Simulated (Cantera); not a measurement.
Ignition delay

Mixture: CO : H₂ : O₂ : N₂ = 1 : 0.14 : 0.851 : 3.2 (molar parts), equivalence ratio 0.67, at 1730 Torr, adiabatic and at constant pressure. Ignition delay is the time to a rise of 400 K.

Model: GRI-Mech 3.0 (53 species, 325 reactions), integrated in Cantera. The hydrogen kinetics of GRI-Mech 3.0 are dated; newer H2 mechanisms differ, most at raised pressure. Where the delays flatten at high temperature, the 400 K rule measures the pace of heat release, not the induction time.

| T0 (K) | delay (ms) |
|---|---|
| 1150 | 0.0849 |
| 1225 | 0.0534 |
| 1300 | 0.0399 |
| 1375 | 0.0327 |
| 1450 | 0.0285 |
| 1525 | 0.0261 |
| 1600 | 0.0247 |
